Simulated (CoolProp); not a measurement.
Vapour-liquid equilibrium of propylene (1) + 1-butene (2) at 1.55 MPa; x and y are mole fractions of (1).

Values from CoolProp's multi-fluid Helmholtz-energy mixture model, Lemmon 2013 and Lemmon 2005; pair parameters Bell 2016.

Question: Give the bubble temperature and the first vapour's composition at x = 0.05, 0.35, 0.5. Is there an azeotrope?

Answer: x = 0.05: 362.0 K, y = 0.098; x = 0.35: 341.6 K, y = 0.550; x = 0.5: 333.0 K, y = 0.702. No azeotrope shows between x = 0.05 and 0.95.

Pair parameters are fitted to limited data, so mixtures are less certain than the pure fluids.
